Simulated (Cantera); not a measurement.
Input (Python, Cantera) and output of one run.

```python
import numpy as np
import cantera as ct

gas_names = [...]  # 113 gases of nasa_gas.yaml made of C, H, O, Ta
cond_names = """
    C(gr) C6H6(L) C7H8(L) C8H18(L),n-octa H2O(s) H2O(L) Ta(cr) Ta(L) TaC(s) TaC(L) Ta2O5(s) Ta2O5(L)
""".split()


# ... load() reads the species with a 1 bar reference pressure and builds the phases ...
atoms = {
    'Ta2O5': {'Ta': 2, 'O': 5},
    'CH4': {'C': 1, 'H': 4},
    'CO': {'C': 1, 'O': 1},
}
top_T = {'C(gr)': 4500}  # K; cautious upper limits of use, not melting points


# ... equilibrate(T, P, feed) seeds the gas with the atoms and calls Mixture.equilibrate('TP', solver="vcs", rtol=1e-11, max_steps=5000) ...
results = []
feed = {'Ta2O5': 1, 'CH4': 1.1, 'CO': 1.6}  # mol
P = 11  # Pa
for T in [1900, 2000, 2100, 2200, 2300, 2400, 2500, 2600]:
    mix = equilibrate(T, P, feed)
    results.append((T, P, feed, dict(zip(mix.species_names, mix.species_moles))))

top = {s: max(r[3][s] / sum(r[3][g] for g in gas_names) for r in results) for s in gas_names}
cols = sorted((s for s in top if top[s] > 1e-05), key=lambda s: -top[s])[:7]
seen = [c for c in cond_names if any(r[3].get(c, 0) > 1e-12 for r in results)]
print("log10 of partial pressures in bar; condensed amounts in mol")
print(f"{'T/K':>10s}" + "".join(f"{s[:9]:>10s}" for s in cols + seen))
for T, P, feed, n in results:
    ng = sum(n[g] for g in gas_names)
    print(f"{T:10.4g}" + "".join(f"{np.log10(max(n[s] / ng * P / 1e5, 1e-99)):10.3f}" for s in cols)
          + "".join(f"{n.get(c, 0):10.4g}" for c in seen))
```

Result:

```
log10 of partial pressures in bar; condensed amounts in mol
       T/K        CO         H        H2      TaO2       TaO         O       H2O    Ta(cr)  Ta2O5(s)  Ta2O5(L)
      1900    -4.229    -5.272    -4.343    -6.775    -7.489   -10.348    -7.281    0.4388     0.776         0
      2000    -4.244    -4.981    -4.385    -5.978    -6.696    -9.452    -7.123    0.4262    0.7572         0
      2100    -4.282    -4.744    -4.476    -5.285    -5.994    -8.654    -7.045    0.3575         0    0.6609
      2200    -4.397    -4.599    -4.698    -4.692    -5.375    -7.945    -7.133         0         0    0.1751
      2300    -4.441    -4.468    -4.908    -4.601    -5.733    -6.825    -6.746         0         0         0
      2400    -4.462    -4.376    -5.156    -4.629    -5.672    -6.297    -6.946         0         0         0
      2500    -4.479    -4.328    -5.456    -4.661    -5.548    -5.886    -7.277         0         0         0
      2600    -4.491    -4.308    -5.784    -4.703    -5.383    -5.569    -7.697         0         0         0
```

Method: chemical equilibrium by Gibbs-energy minimisation in Cantera with the NASA 1993 tables (ideal gas, pure condensed phases). Mutual solubility and eutectic melting of coexisting phases are not modelled. Condensed phases not in the tables: Ta2C, N, O or C dissolved in the metal.
